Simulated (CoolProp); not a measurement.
Saturation properties of nitrous oxide.

Computed with CoolProp (reference Helmholtz-energy equation of state, Lemmon 2006). It is a short technical equation, of lower accuracy than the large ones.

| T (K) | p (bar) | vapour density (kg/m³) | enthalpy of vaporisation (kJ/kg) |
|---|---|---|---|
| 210.1 | 3.760 | 10.15 | 343.7 |
| 213 | 4.270 | 11.44 | 339.9 |
| 216 | 4.851 | 12.91 | 335.9 |
| 219 | 5.490 | 14.52 | 331.8 |
| 221.9 | 6.165 | 16.23 | 327.7 |
| 224.9 | 6.928 | 18.15 | 323.4 |
| 227.8 | 7.730 | 20.17 | 319.2 |
| 230.8 | 8.630 | 22.44 | 314.7 |
| 233.8 | 9.606 | 24.92 | 310.0 |
| 236.7 | 10.62 | 27.51 | 305.4 |
| 239.7 | 11.76 | 30.41 | 300.5 |
| 242.6 | 12.94 | 33.45 | 295.6 |

It boils at 184.7 K under 1 atm.
